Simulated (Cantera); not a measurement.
## Premixed flame

A freely propagating, adiabatic, planar premixed flame of 10.4 % CH4, 18.8 % O2, 70.8 % N2, equivalence ratio 1.1, unburnt at 675 K and 4.93 atm; mixture-averaged transport, grid criteria slope 0.08 and curve 0.16, no radiation.

Computed with Cantera and GRI-Mech 3.0 (53 species, 325 reactions). Burning velocities carry a grid error of a few per cent, more on coarse grids.

```csv
z (mm),T (K),u (m/s),x CH4,x O2,x N2O,x NO2,x CH2,x NO
-0.269,675,0.977,0.103,0.188,<1e-8,<1e-8,<1e-8,<1e-8
-0.180,680,0.985,0.103,0.187,<1e-8,1.37e-8,<1e-8,2.63e-8
-0.135,693,1.01,0.101,0.186,<1e-8,6.34e-8,<1e-8,1.16e-7
-0.0898,775,1.13,0.0948,0.179,<1e-8,3.94e-7,<1e-8,8.58e-7
-0.0449,1190,1.77,0.0650,0.141,3.82e-8,7.33e-7,1.31e-7,7.69e-6
-0.0225,1604,2.41,0.0347,0.0972,9.48e-8,2.64e-7,7.35e-6,1.77e-5
0,1994,3.01,0.00782,0.0486,1.73e-7,4.18e-8,7.16e-5,3.46e-5
0.0225,2168,3.27,0.000531,0.0217,2.42e-7,2.22e-8,2.86e-5,5.73e-5
0.0449,2227,3.34,1.87e-5,0.0127,2.80e-7,2.65e-8,1.68e-6,7.34e-5
0.0898,2292,3.42,4.57e-8,0.00810,2.79e-7,2.89e-8,<1e-8,8.85e-5
0.180,2359,3.51,<1e-8,0.00536,2.54e-7,2.98e-8,<1e-8,0.000105
0.359,2414,3.58,<1e-8,0.00326,2.21e-7,3.01e-8,<1e-8,0.000128
0.719,2447,3.62,<1e-8,0.00197,1.87e-7,3.00e-8,<1e-8,0.000157
```
x: mole fraction of selected species; z is measured from the peak of heat release.

```
Property                      Value
------------------------  ---------
laminar burning velocity  97.5 cm/s
thermal thickness         0.0898 mm
peak x(CH2)                 7.62e-5
grid points                     141
```
